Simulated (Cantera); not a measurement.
Cantera run, input and output.

```python
import numpy as np
import cantera as ct

gas = ct.Solution("gri30.yaml")
gas.TPX = 450, 100000, {'C2H4': 1, 'O2': 3.19, 'N2': 28.4, 'H2O': 1.6, 'CO2': 0.27}
inlet = ct.Reservoir(gas, clone=True)
gas.equilibrate("HP")  # start burning
reactor = ct.IdealGasConstPressureReactor(gas, energy="on", clone=False)
exhaust = ct.Reservoir(gas, clone=True)
tau = [0.082, 0.028, 0.0096, 0.0033, 0.0011, 0.00039, 0.00013, 4.5e-05, 1.5e-05][0]
for a, b in ((inlet, reactor), (reactor, exhaust)):
    ct.MassFlowController(a, b, mdot=lambda t: reactor.mass / tau)
net = ct.ReactorNet([reactor])
show = ['C2H4', 'O2', 'H2O', 'C2H6', 'H2']

rows = []
print(f"{'tau/s':>10s}{'T/K':>9s}" + "".join(f"{s:>11s}" for s in show))
for tau in [0.082, 0.028, 0.0096, 0.0033, 0.0011, 0.00039, 0.00013, 4.5e-05, 1.5e-05]:
    net.initial_time = 0.0
    net.advance(30 * tau)
    before = gas.X
    net.advance(40 * tau)
    drift = np.max(np.abs(gas.X - before) / (gas.X + 1e-9))
    rows.append([gas.T, *gas[show].X, drift])
    print(f"{tau:10.3e}{gas.T:9.1f}" + "".join(f"{x:11.3e}" for x in gas[show].X))
```

It prints:

```
     tau/s      T/K       C2H4         O2        H2O       C2H6         H2
 8.200e-02   1528.8  1.163e-05  6.712e-03  1.030e-01  3.317e-10  8.432e-04
 2.800e-02   1511.9  2.204e-05  7.617e-03  1.021e-01  1.318e-09  1.393e-03
 9.600e-03   1486.1  4.337e-05  9.019e-03  1.009e-01  5.370e-09  2.124e-03
 3.300e-03   1446.5  9.485e-05  1.130e-02  9.929e-02  2.497e-08  2.964e-03
 1.100e-03   1363.3  3.291e-04  1.702e-02  9.719e-02  3.055e-07  3.860e-03
 3.900e-04    450.0  2.902e-02  9.257e-02  4.643e-02 -9.179e-18 -5.316e-16
 1.300e-04    450.0  2.902e-02  9.257e-02  4.643e-02 -4.144e-21 -2.400e-19
 4.500e-05    450.0  2.902e-02  9.257e-02  4.643e-02 -2.617e-22 -1.516e-20
 1.500e-05    450.0  2.902e-02  9.257e-02  4.643e-02 -1.653e-23 -9.575e-22
```

Cantera simulation using GRI-Mech 3.0 (53 species, 325 reactions); the numbers are that mechanism's predictions, not measurements. GRI-Mech 3.0 was tuned for natural gas; its chemistry of ethylene as a main component is partial and can be far from experiment.
